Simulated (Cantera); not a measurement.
Cantera run:

```python
import numpy as np
import cantera as ct

gas_names = """
    CL CL2 H HCL H2 N NH NH2 NH3 N2 N2H2 N2H4 Si SiCL SiCL2 SiCL3 SiCL4 SiH SiHCL3 SiH2 SiH2CL2 SiH3
    SiH3CL SiH4 SiN Si2 Si2N Si3
""".split()
cond_names = """
    NH4CL(a) NH4CL(b) Si(cr) Si(L) Si3N4(a)
""".split()


# ... load() reads the species with a 1 bar reference pressure and builds the phases ...
atoms = {
    'SiHCl3': {'Si': 1, 'H': 1, 'CL': 3},
    'NH3': {'N': 1, 'H': 3},
    'H2': {'H': 2},
}
top_T = {'Si3N4(a)': 2400}  # K; cautious upper limits of use, not melting points


# ... equilibrate(T, P, feed) seeds the gas with the atoms and calls Mixture.equilibrate('TP', solver="vcs", rtol=1e-11, max_steps=5000) ...
results = []
feed = {'SiHCl3': 1, 'NH3': 0.63, 'H2': 3.7}  # mol
T = 1750  # K
P = 290  # Pa
mix = equilibrate(T, P, feed)
results.append((T, P, feed, dict(zip(mix.species_names, mix.species_moles))))
x = sorted(zip(gas.X, gas.species_names), reverse=True)
print(f"T = {T:g} K  P = {P:g} Pa  gas = {mix.phase_moles(0):.4g} mol")
print("   x: " + "  ".join(f"{s} {v:.3e}" for v, s in x if v > 1e-05))
print("   condensed (mol): " + ("  ".join(f"{mix.phase(i).name} {mix.phase_moles(i):.4g}"
      for i in range(1, mix.n_phases) if mix.phase_moles(i) > 1e-12) or "none"))
```

Output:

```
T = 1750 K  P = 290 Pa  gas = 6.977 mol
   x: H2 6.549e-01  HCL 1.614e-01  SiCL2 1.322e-01  N2 4.514e-02  H 3.495e-03  SiCL3 8.991e-04  CL 6.645e-04  SiCL 6.531e-04  Si 5.176e-04  SiH 2.984e-05  SiH2 1.364e-05  SiCL4 1.087e-05
   condensed (mol): Si(L) 0.06243
```

Equilibrium computed with Cantera from the NASA thermochemical tables; the gas is ideal and each condensed phase is pure. The tables' values for SiCl3, SiCl are old estimates; treat these amounts as uncertain. Gases not in the tables: Si2H6 and higher silanes.
